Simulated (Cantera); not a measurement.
A Cantera script and its output.

```python
import numpy as np
import cantera as ct

gas = ct.Solution("gri30.yaml")
gas.TPX = 1400, 960000, {'CH4': 1, 'O2': 2.06, 'N2': 20.4, 'H2O': 5.1}
reactor = ct.IdealGasReactor(gas, energy="on", clone=False)
net = ct.ReactorNet([reactor])
net.rtol, net.atol = 1e-08, 1e-16
show = ['CH4', 'O2', 'H2O', 'CO2', 'CH3', 'H2']
times = np.geomspace(7e-06, 3, 15)

steps = ct.SolutionArray(gas, extra=["t"])
rows = []
print(f"{'t/s':>10s}{'T/K':>9s}{'P/Pa':>11s}" + "".join(f"{s:>11s}" for s in show))
for t in times:
    while net.time < t:
        t_next = net.step()
        steps.append(gas.state, t=t_next)
    rows.append([np.interp(t, steps.t, y) for y in (steps.T, steps.P, *steps(*show).X.T)])
    print(f"{t:10.3e}{rows[-1][0]:9.1f}{rows[-1][1]:11.4g}" + "".join(f"{x:11.3e}" for x in rows[-1][2:]))
rate = np.gradient(steps.T, steps.t)
print("integrator steps:", len(steps.t))
if steps.T.max() > steps.T[0] + 200:
    print(f"time of steepest temperature rise: {steps.t[rate.argmax()]:.4e} s")
gas.TPX = 1400, 960000, {'CH4': 1, 'O2': 2.06, 'N2': 20.4, 'H2O': 5.1}
gas.equilibrate("UV")
print(f"equilibrium (UV): T = {gas.T:.1f} K  " + "  ".join(f"{s} {gas[s].X[0]:.3e}" for s in show))
```

It prints:

```
       t/s      T/K       P/Pa        CH4         O2        H2O        CO2        CH3         H2
 7.000e-06   1400.0    9.6e+05  3.501e-02  7.213e-02  1.786e-01  1.785e-12  3.965e-07  3.375e-08
 1.768e-05   1400.0    9.6e+05  3.501e-02  7.213e-02  1.786e-01  3.625e-11  1.284e-06  1.267e-07
 4.463e-05   1400.0    9.6e+05  3.501e-02  7.213e-02  1.786e-01  9.426e-10  4.537e-06  5.813e-07
 1.127e-04   1400.1    9.6e+05  3.498e-02  7.211e-02  1.786e-01  2.157e-08  1.281e-05  3.228e-06
 2.846e-04   1400.6  9.604e+05  3.487e-02  7.205e-02  1.787e-01  2.028e-07  1.955e-05  1.802e-05
 7.187e-04   1403.8  9.627e+05  3.429e-02  7.170e-02  1.791e-01  1.645e-06  3.140e-05  1.217e-04
 1.815e-03   2249.1  1.546e+06  9.409e-17  3.386e-03  2.451e-01  3.341e-02  8.563e-17  1.989e-03
 4.583e-03   2252.8  1.548e+06  6.539e-17  3.138e-03  2.454e-01  3.362e-02  5.663e-17  1.765e-03
 1.157e-02   2251.8  1.547e+06  6.918e-17  3.024e-03  2.454e-01  3.361e-02  5.924e-17  1.788e-03
 2.922e-02   2250.0  1.546e+06  7.699e-17  2.818e-03  2.454e-01  3.358e-02  6.454e-17  1.833e-03
 7.379e-02   2248.3  1.545e+06  8.544e-17  2.631e-03  2.454e-01  3.354e-02  7.016e-17  1.878e-03
 1.863e-01   2248.0  1.545e+06  8.726e-17  2.594e-03  2.453e-01  3.354e-02  7.135e-17  1.888e-03
 4.705e-01   2248.0  1.545e+06  8.728e-17  2.594e-03  2.453e-01  3.354e-02  7.137e-17  1.888e-03
 1.188e+00   2248.0  1.545e+06  8.728e-17  2.594e-03  2.453e-01  3.354e-02  7.137e-17  1.888e-03
 3.000e+00   2248.0  1.545e+06  8.728e-17  2.594e-03  2.453e-01  3.354e-02  7.137e-17  1.888e-03
integrator steps: 2013
time of steepest temperature rise: 1.7059e-03 s
equilibrium (UV): T = 2248.0 K  CH4 1.051e-16  O2 2.594e-03  H2O 2.453e-01  CO2 3.354e-02  CH3 8.591e-17  H2 1.888e-03
```

Model: GRI-Mech 3.0 (53 species, 325 reactions), integrated in Cantera.
